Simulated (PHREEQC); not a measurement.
0.043 g of hydrous ferric oxide (600 m²/g; 0.2 weak and 0.005 strong sites per Fe, Dzombak-Morel constants, diffuse double layer) in 1 kg of water with 0.001 mol/kgw of an inert sodium salt and 1.1e-06 mol CaCl2, at 25 °C; the pH is set by adding NaOH or the inert anion's acid. Oxygen is held at 0.21 atm. The system is closed to CO2. No solid was allowed to form.

Base run: PHREEQC, ion-association model, wateq4f.dat. Each further column changes one thing. The table gives surface potential ψ (mV).

| pH | base | background salt from 0.001 to 0.0001 mol/kgw | oxide from 0.043 to 0.21 g/kgw | 2.4e-05 mol/kgw NaH2PO4 added |
|---|---|---|---|---|
| 4 | 210 | 224 | 210 | 182 |
| 4.67 | 184 | 195 | 184 | 151 |
| 6 | 119 | 123 | 119 | 80 |
| 6.67 | 83 | 84 | 83 | 42 |
| 7.33 | 45 | 46 | 45 | … |
| 8.67 | -31 | -31 | -32 | … |
| 9.33 | -68 | -69 | -70 | -71 |
| 10 | -105 | -107 | -107 | -105 |
| 11.33 | -165 | … | -166 | -164 |
| 12 | -175 | -176 | -176 | -175 |

Question: What belongs in the gaps?

Answer: 
- 7.33, 2.4e-05 mol/kgw NaH2PO4 added: 5
- 8.67, 2.4e-05 mol/kgw NaH2PO4 added: -47
- 11.33, background salt from 0.001 to 0.0001 mol/kgw: -167

 H3PO4, which wateq4f.dat lacks, is added to it with the constant of phreeqc.dat.
